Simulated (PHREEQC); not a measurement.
Acid rinse or clean: speciation

Consider water at 25 °C with 37 mmol/kgw H2SO4, 4.7 mmol/kgw FeCl3 and 0.11 mmol/kgw KCl. Closed to the air; pH follows from the charge balance.

The numbers come from PHREEQC with the ion-association model, wateq4f.dat.

Each row changes one thing in this solution. No solid was allowed to form.

| case | pH | ionic strength (mol/kgw) | HSO4- (mol/kgw) | SO4-2 (mol/kgw) | KSO4- (mol/kgw) |
|---|---|---|---|---|---|
| as made | 1.37 | 0.0687 | 0.0222 | 0.0101 | 3.12e-6 |
| FeCl3 from 0.0047 to 0.00517 mol/kgw | 1.36 | 0.0696 | 0.0219 | 0.00999 | ? |
| FeCl3 from 0.0047 to 0.0094 mol/kgw | 1.35 | 0.0779 | 0.0193 | 0.00875 | ? |
| FeCl3 replaced by CuCl2 at the same molality | 1.38 | 0.0712 | 0.0242 | 0.0114 | ? |
| KCl from 0.00011 to 0.0011 mol/kgw | 1.37 | 0.0697 | 0.0222 | 0.0101 | ? |

Q: Some entries are withheld; supply them.

A: 
- FeCl3 from 0.0047 to 0.00517 mol/kgw, KSO4- (mol/kgw): 3.06e-6
- FeCl3 from 0.0047 to 0.0094 mol/kgw, KSO4- (mol/kgw): 2.60e-6
- FeCl3 replaced by CuCl2 at the same molality, KSO4- (mol/kgw): 3.47e-6
- KCl from 0.00011 to 0.0011 mol/kgw, KSO4- (mol/kgw): 3.11e-5

Complexes and solids missing from the database can't appear. Some of these states are supersaturated (in Hematite (slow to form), Goethite (slow to form), for instance).
